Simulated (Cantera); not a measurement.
A Cantera script and what it prints.

```python
import numpy as np
import cantera as ct

gas_names = """
    H H2 N NH NH2 NH3 N2 N2H2 N2H4 Zr ZrN
""".split()
cond_names = """
    Zr(a) Zr(b) Zr(L) ZrN(s) ZrN(L)
""".split()


# ... load() reads the species with a 1 bar reference pressure and builds the phases ...
atoms = {
    'Zr': {'Zr': 1},
    'NH3': {'N': 1, 'H': 3},
    'N2': {'N': 2},
}
top_T = {}  # K; cautious upper limits of use, not melting points


# ... equilibrate(T, P, feed) seeds the gas with the atoms and calls Mixture.equilibrate('TP', solver="vcs", rtol=1e-11, max_steps=5000) ...
results = []
feed = {'Zr': 1, 'NH3': 13, 'N2': 0.7}  # mol
T = 2673  # K
for P in [0.1, 2.5, 63, 1600, 40000, 1000000]:
    mix = equilibrate(T, P, feed)
    results.append((T, P, feed, dict(zip(mix.species_names, mix.species_moles))))
    x = sorted(zip(gas.X, gas.species_names), reverse=True)
    print(f"T = {T:g} K  P = {P:g} Pa  gas = {mix.phase_moles(0):.4g} mol")
    print("   x: " + "  ".join(f"{s} {v:.3e}" for v, s in x if v > 1e-05))
    print("   condensed (mol): " + ("  ".join(f"{mix.phase(i).name} {mix.phase_moles(i):.4g}"
          for i in range(1, mix.n_phases) if mix.phase_moles(i) > 1e-12) or "none"))
```

Result:

```
T = 2673 K  P = 0.1 Pa  gas = 47.2 mol
   x: H 8.258e-01  N2 1.523e-01  Zr 2.119e-02  N 5.108e-04  H2 2.595e-04
   condensed (mol): none
T = 2673 K  P = 2.5 Pa  gas = 46.9 mol
   x: H 8.187e-01  N2 1.535e-01  Zr 2.132e-02  H2 6.379e-03  N 1.026e-04
   condensed (mol): none
T = 2673 K  P = 63 Pa  gas = 41.58 mol
   x: H 7.018e-01  N2 1.674e-01  H2 1.181e-01  Zr 1.263e-02  N 2.134e-05
   condensed (mol): ZrN(s) 0.475
T = 2673 K  P = 1600 Pa  gas = 30.56 mol
   x: H2 4.954e-01  H 2.852e-01  N2 2.193e-01  Zr 8.622e-05
   condensed (mol): ZrN(s) 0.9974
T = 2673 K  P = 40000 Pa  gas = 27.11 mol
   x: H2 6.857e-01  N2 2.471e-01  H 6.711e-02
   condensed (mol): ZrN(s) 1
T = 2673 K  P = 1e+06 Pa  gas = 26.38 mol
   x: H2 7.322e-01  N2 2.539e-01  H 1.387e-02  NH3 2.777e-05
   condensed (mol): ZrN(s) 1
```

Equilibrium computed with Cantera from the NASA thermochemical tables; the gas is ideal and each condensed phase is pure. ZrN: taken at fixed stoichiometry.
